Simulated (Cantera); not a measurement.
Feed: 1 mol Si3N4, 1 mol N2O, 16 mol N2, held at 0.133 bar.

Cantera equilibrium calculation (NASA polynomials, part measured and part estimated; ideal gas, pure solids and liquids). Candidate condensed phases: Si, SiO2, Si2N2O, Si3N4; 16 gas species. Mutual solubility and eutectic melting of coexisting phases are not modelled. Rates play no part.

Which condensed phases are stable at each of these points (T (K)): 948, 1048, 1148, 1248, 1348, 1448, 1548, 1648, 1748, 1848, 1948, 2048, 2148?


```csv
T (K),condensed phases,Si condensed (%)
948,Si2N2O(s) + Si3N4(s),100.0
1048,Si2N2O(s) + Si3N4(s),100.0
1148,Si2N2O(s) + Si3N4(s),100.0
1248,Si2N2O(s) + Si3N4(s),100.0
1348,Si2N2O(s) + Si3N4(s),100.0
1448,Si2N2O(s) + Si3N4(s),100.0
1548,Si2N2O(s) + Si3N4(s),100.0
1648,Si2N2O(s) + Si3N4(s),100.0
1748,Si2N2O(s) + Si3N4(s),99.8
1848,Si2N2O(s) + Si3N4(s),98.4
1948,Si2N2O(s) + Si3N4(s),89.2
2048,Si(l),66.2
2148,Si(l),65.3
```

From 948 K to 1948 K the condensed part is Si2N2O(s) + Si3N4(s). From 2048 K to 2148 K the condensed part is Si(l).
